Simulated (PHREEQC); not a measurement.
## Ultrapure water in contact with air or piping

Synthetic water in mmol/kgw, 25 °C, pH 6.79, pe -1.4:

```csv
constituent,mmol/kgw
Na,0.000366
K,0.000651
Ca,7.19e-05
Mg,0.000554
Cl,0.000537
S(6),0.000199
Alkalinity (meq/kgw),0.00133
B,1.43e-06
```

Valence states are taken as typed.

All values are PHREEQC results (ion-association model, phreeqc.dat), not measurements.

The ionic strength is 3.26e-6 mol/kgw and the charge-balance error is 0.1 %.

```csv
species,molality,activity,log γ
HCO3-,1.43e-6,1.43e-6,-0.001
K+,6.51e-7,6.50e-7,-0.001
Mg+2,5.54e-7,5.49e-7,-0.004
Cl-,5.37e-7,5.36e-7,-0.001
CO2,5.20e-7,5.20e-7,0.000
Na+,3.66e-7,3.65e-7,-0.001
SO4-2,1.99e-7,1.97e-7,-0.004
H+,1.63e-7,1.62e-7,-0.001
Ca+2,7.19e-8,7.13e-8,-0.004
OH-,6.25e-8,6.24e-8,-0.001
H3BO3,1.42e-9,1.42e-9,0.000
```

Precipitation was switched off in this run.
